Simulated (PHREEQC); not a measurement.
Dissolve 60 mmol/kgw HF, 7.6 mmol/kgw NH4HF2, 54 mmol/kgw H2SiF6 and 20 mmol/kgw H3PO4 at 25 °C. Closed to the air; pH follows from the charge balance.

All values are PHREEQC results (ion-association model, phreeqc.dat), not measurements.

| quantity | before | after |
|---|---|---|
| pH | 1.08 | 1.99 |
| ionic strength (mol/kgw) | 0.165 | 0.0175 |
| HF (mol/kgw) | 0.0739 | 0.00708 |
| H3PO4 (mol/kgw) | 0.0180 | 0.00114 |
| H2PO4- (mol/kgw) | 0.00201 | 0.000862 |
| F- (mol/kgw) | 0.000850 | 0.000531 |
| SI of Quartz (SiO2) | -4.38 | -0.73 |

Name the change that produced these shifts.
A) 0.013 mol/kgw NaHCO3 added
B) diluted 100-fold with water
C) 0.087 mol/kgw NH4F added
D) diluted 10-fold with water

D, diluted 10-fold with water

This is a speciation only: nothing precipitates in the calculation. SiF6-2 is the database's only silicon fluoride.
